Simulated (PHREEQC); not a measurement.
# Sulfide liquor: speciation

Solution (25 °C): 0.006 mol NaHS and 7.5e-05 mol NaCl per kg of water. Closed to the air; pH follows from the charge balance.

The numbers come from PHREEQC with the ion-association model, phreeqc.dat.

This is a speciation only: nothing precipitates in the calculation.

### Question
Predict the pH, specific conductance.

### Answer
pH 9.30; specific conductance 663 µS/cm.
